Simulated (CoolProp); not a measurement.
Cyclopentane along the isotherm 550 K: Z from the reference equation and from simpler models built on Tc = 511.7 K, pc = 4583 kPa, ω = 0.202; each cubic takes its own stable root.

The numbers come from the reference Helmholtz-energy equation of state, Gedanitz 2015 in CoolProp.

```json
[
 {"p (kPa)": "145", "phase": "gas", "reference": "0.9911"},
 {"p (kPa)": "234", "phase": "gas", "reference": "0.9857"},
 {"p (kPa)": "378", "phase": "gas", "reference": "0.9767"},
 {"p (kPa)": "611", "phase": "gas", "reference": "0.9621"},
 {"p (kPa)": "987", "phase": "gas", "reference": "0.9380"},
 {"p (kPa)": "1600", "phase": "gas", "reference": "0.8973"},
 {"p (kPa)": "2580", "phase": "gas", "reference": "0.8278"},
 {"p (kPa)": "4160", "phase": "gas", "reference": "0.6984"},
 {"p (kPa)": "6730", "phase": "supercritical", "reference": "0.4245"},
 {"p (kPa)": "10900", "phase": "supercritical", "reference": "0.3929"},
 {"p (kPa)": "17600", "phase": "supercritical", "reference": "0.5508"},
 {"p (kPa)": "28400", "phase": "supercritical", "reference": "0.8099"},
 {"p (kPa)": "45800", "phase": "supercritical", "reference": "1.207"}
]
```

Question: How far does each simpler model (van der Waals, Soave-Redlich-Kwong) lie from the reference over these 13 states: mean and median of the absolute difference, and the worst?

Answer: 
- van der Waals: mean 9.6 %, median 1.1 %, worst +29.5 % at 550 K and 45800 kPa
- Soave-Redlich-Kwong: mean 3.1 %, median 0.8 %, worst +14.4 % at 550 K and 10900 kPa
